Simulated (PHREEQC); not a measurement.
0.081 g of hydrous ferric oxide (600 m²/g; 0.2 weak and 0.005 strong sites per Fe, Dzombak-Morel constants, diffuse double layer) in 1 kg of water with 0.1 mol/kgw of an inert sodium salt and 1.1e-05 mol/kgw Na2HAsO4 and 1.7e-05 mol/kgw H3BO3, at 25 °C; the pH is set by adding NaOH or the inert anion's acid. Oxygen is held at 0.21 atm. The system is closed to CO2. Precipitation was switched off in this run.

Base run: PHREEQC, ion-association model, wateq4f.dat. Each further column changes one thing. The table gives As sorbed (%).

```
pH    base  no electrostatic term (-no_edl)  background salt from 0.1 to 0.01 mol/kgw  oxide from 0.081 to 0.41 g/kgw  0.00066 mol/kgw NiCl2 added
---  -----  -------------------------------  ----------------------------------------  ------------------------------  ---------------------------
4    100.0                             95.4                                     100.0                           100.0                        100.0
4.5  100.0                             95.5                                     100.0                           100.0                        100.0
5    100.0                                ?                                     100.0                           100.0                        100.0
5.5  100.0                                ?                                     100.0                           100.0                        100.0
6    100.0                                ?                                     100.0                           100.0                        100.0
6.5  100.0                             98.4                                     100.0                           100.0                        100.0
7.5   99.9                             99.3                                      99.9                           100.0                        100.0
8     99.3                             99.8                                      99.5                           100.0                        100.0
8.5   96.4                             99.9                                         ?                            99.8                        100.0
9     87.4                            100.0                                         ?                            99.1                        100.0
9.5   70.7                            100.0                                         ?                            96.3                        100.0
10    49.4                            100.0                                      28.4                               ?                        100.0
```

Some entries are withheld; supply them.


- 5, no electrostatic term (-no_edl): 95.8
- 5.5, no electrostatic term (-no_edl): 96.5
- 6, no electrostatic term (-no_edl): 97.5
- 8.5, background salt from 0.1 to 0.01 mol/kgw: 96.6
- 9, background salt from 0.1 to 0.01 mol/kgw: 83.3
- 9.5, background salt from 0.1 to 0.01 mol/kgw: 56.7
- 10, oxide from 0.081 to 0.41 g/kgw: 87.9

 In at least one series the solution becomes supersaturated in solids that the run did not let form, among them Ni(OH)2. The database has no arsenate complexes of Ni.
